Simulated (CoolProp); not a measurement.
Vapour-liquid equilibrium of diethyl ether (1) + methanol (2) at 0.968 MPa; x and y are mole fractions of (1).

Model: multi-fluid Helmholtz-energy mixture model, Thol 2014 and de Reuck 1993; pair parameters Bell 2016, in CoolProp.

```csv
x,bubble temperature (K),y at the bubble point,dew temperature at overall composition x (K),liquid density (mol/L)
0.05,405.1,0.114,407.0,19.54
0.2,397.7,0.350,402.5,16.32
0.35,393.2,0.491,397.7,13.83
0.5,390.6,0.592,393.0,11.89
0.65,389.2,0.686,389.6,10.35
0.8,388.9,0.793,388.9,9.127
0.95,390.2,0.937,390.4,8.126
```

y crosses x between x = 0.65 and 0.8: the model has an azeotrope there.

The pair parameters rest on a limited set of measurements; away from them the model extrapolates.
